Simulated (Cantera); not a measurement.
An adiabatic, constant-pressure homogeneous reactor starts with CO : H₂ : O₂ : N₂ = 1 : 0.44 : 1.33 : 12.9 (molar parts), at 1400 K and 2100000 Pa.

Cantera simulation using GRI-Mech 3.0 (53 species, 325 reactions); the numbers are that mechanism's predictions, not measurements. The hydrogen kinetics of GRI-Mech 3.0 are dated; newer H2 mechanisms differ, most at raised pressure. The pressure lies above the range GRI-Mech 3.0 was tuned for (to about 10 atm).

x: mole fraction; the columns are a selection and need not sum to one.

```
t (s)     T (K)      x CO     x H₂    x O₂   x H₂O      x NO    x N₂O
--------  -----  --------  -------  ------  ------  --------  -------
9.00e-6    1699    0.0492      ___  0.0636  0.0271   2.22e-6  1.67e-6
1.92e-5    1934    0.0189      ___  0.0489  0.0276   8.89e-6  5.49e-6
4.11e-5    2061   0.00364      ___  0.0421  0.0285   1.92e-5  5.73e-6
8.79e-5    2087  0.000762      ___  0.0409  0.0290   2.41e-5  2.84e-6
0.000188   2092  0.000247      ___  0.0407  0.0291   2.71e-5  1.32e-6
0.000402   2093  0.000201  1.79e-5  0.0407  0.0291   3.16e-5  1.19e-6
0.000859   2092  0.000201  1.79e-5  0.0407  0.0291   4.10e-5  1.19e-6
0.00184    2092  0.000201  1.78e-5  0.0407  0.0291   6.11e-5  1.19e-6
0.00392    2092  0.000200  1.78e-5  0.0407  0.0291  0.000104  1.19e-6
0.00839    2092  0.000200  1.78e-5  0.0406  0.0291  0.000194  1.19e-6
0.0179     2092  0.000200  1.78e-5  0.0405  0.0291  0.000382  1.18e-6
0.0383     2091  0.000199  1.77e-5  0.0404  0.0291  0.000762  1.18e-6
0.0819     2089  0.000197  1.76e-5  0.0400  0.0291   0.00147  1.17e-6
0.175      2087  0.000195  1.74e-5  0.0394  0.0291   0.00257  1.16e-6
0.374      2084  0.000192  1.72e-5  0.0389  0.0292   0.00371  1.15e-6
0.800      2083  0.000191  1.71e-5  0.0386  0.0292   0.00423  1.15e-6
```

Task: Complete the blanks.

Result: 
- 9.00e-6, x H₂: 0.000731
- 1.92e-5, x H₂: 0.000421
- 4.11e-5, x H₂: 0.000139
- 8.79e-5, x H₂: 3.87e-5
- 0.000188, x H₂: 1.95e-5
